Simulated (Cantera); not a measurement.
Input: 1 mol Cu, 5.3 mol F2, at 11.0 Pa.

These are equilibrium values from Cantera (NASA tables, ideal gas, pure condensed phases), not measurements of a reactor. Candidate condensed phases: Cu, CuF2; 6 gas species. The numbers say what is thermodynamically allowed, not how fast it happens. All values below are at 798 K.

Base state: F 0.528, F2 0.472, CuF2 4.45e-5 (mole fractions); condensed: CuF2(s).

Problem. What changes in the equilibrium state with this change: pressure from 11.0 Pa to 0.100 bar?

Solution. 
| species | before | after |
|---|---|---|
| F2 | 0.472 | 0.975 |
| F | 0.528 | 0.0252 |
| CuF2 | 4.45e-5 | 4.89e-8 |
| CuF2(s), mol | 1.000 | 1.00 |
